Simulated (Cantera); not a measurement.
What does this Cantera script print?

```python
import numpy as np
import cantera as ct

gas_names = """
    H H2 N NH NH2 NH3 N2 N2H2 N2H4 Si SiH SiH2 SiH3 SiH4 SiN Si2 Si2N Si3
""".split()
cond_names = """
    Si(cr) Si(L) Si3N4(a)
""".split()


# ... load() reads the species with a 1 bar reference pressure and builds the phases ...
atoms = {
    'SiH4': {'Si': 1, 'H': 4},
    'NH3': {'N': 1, 'H': 3},
}
top_T = {'Si3N4(a)': 2400}  # K; cautious upper limits of use, not melting points


# ... equilibrate(T, P, feed) seeds the gas with the atoms and calls Mixture.equilibrate('TP', solver="vcs", rtol=1e-11, max_steps=5000) ...
results = []
feed = {'SiH4': 1, 'NH3': 0.11}  # mol
T = 1650  # K
P = 1333.22  # Pa
mix = equilibrate(T, P, feed)
results.append((T, P, feed, dict(zip(mix.species_names, mix.species_moles))))
x = sorted(zip(gas.X, gas.species_names), reverse=True)
print(f"T = {T:g} K  P = {P:g} Pa  gas = {mix.phase_moles(0):.4g} mol")
print("   x: " + "  ".join(f"{s} {v:.3e}" for v, s in x if v > 1e-05))
print("   condensed (mol): " + ("  ".join(f"{mix.phase(i).name} {mix.phase_moles(i):.4g}"
      for i in range(1, mix.n_phases) if mix.phase_moles(i) > 1e-12) or "none"))
```

Result:

```
T = 1650 K  P = 1333.22 Pa  gas = 2.221 mol
   x: H2 9.744e-01  N2 2.476e-02  H 7.766e-04  Si 2.009e-05
   condensed (mol): Si(cr) 0.9999
```

Method: chemical equilibrium by Gibbs-energy minimisation in Cantera with the NASA 1993 tables (ideal gas, pure condensed phases).
